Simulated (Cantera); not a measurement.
Charge: 1 mol (CH3)2SiCl2, 0.99 mol CH4, 30 mol H2, equilibrated at 2073.15 K and 24.0 mbar.

Method: chemical equilibrium by Gibbs-energy minimisation in Cantera with the NASA 1993 tables (ideal gas, pure condensed phases). Candidate condensed phases: C, C6H6, C7H8, C8H18, Si, SiC; 109 gas species. The feed counts by its element totals alone. The tables' values for SiCl are old estimates; treat these amounts as uncertain. Gases not in the tables: Si2H6 and higher silanes. Kinetics and transport are ignored.

Base state: H2 0.928, HCl 0.0534, H 0.0164, C2H2 (acetylene) 0.00114, Cl 0.000695, SiCl2 0.000482, Si 0.000296, SiCl 5.38e-5 (mole fractions); condensed: C(graphite) + SiC(s).

**Question.** What changes in the equilibrium state with this change: temperature from 2073.15 K to 1448 K?

**Answer.** 
```
species             before    after
----------------  --------  -------
H2                   0.928    0.944
HCl                 0.0534   0.0555
CH4                7.27e-6  7.14e-5
H                   0.0164  5.78e-5
SiCl2             0.000482  5.92e-5
Si                0.000296    <1e-9
SiH                2.54e-5    <1e-9
C(graphite), mol      1.94     1.99
SiC(s), mol          0.967    0.998
```

**Question.** What changes in the equilibrium state with this change: pressure from 24.0 mbar to 2.20 mbar?

**Answer.** 
```csv
species,before,after
H2,0.928,0.889
H,0.0164,0.0529
HCl,0.0534,0.0506
Si,0.000296,0.00323
SiC2,1.70e-5,0.000186
Si2C,1.09e-5,0.000119
SiH,2.54e-5,8.21e-5
"C(graphite), mol",1.94,2.05
"SiC(s), mol",0.967,0.838
```
